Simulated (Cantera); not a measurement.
Ignition delay

Mixture: H₂ : O₂ : N₂ = 1 : 0.82 : 3.08 (molar parts), equivalence ratio 0.61, at 1000000 Pa, adiabatic and at constant pressure. Ignition delay is the time to a rise of 400 K.

Cantera simulation using GRI-Mech 3.0 (53 species, 325 reactions); the numbers are that mechanism's predictions, not measurements. The hydrogen kinetics of GRI-Mech 3.0 are dated; newer H2 mechanisms differ, most at raised pressure. Where the delays flatten at high temperature, the 400 K rule measures the pace of heat release, not the induction time.

```csv
T0 (K),delay (ms)
1125,0.591
1225,0.0241
1325,0.00405
1425,0.00214
1525,0.00143
1625,0.00106
1725,0.000855
1825,0.000730
1925,0.000658
```
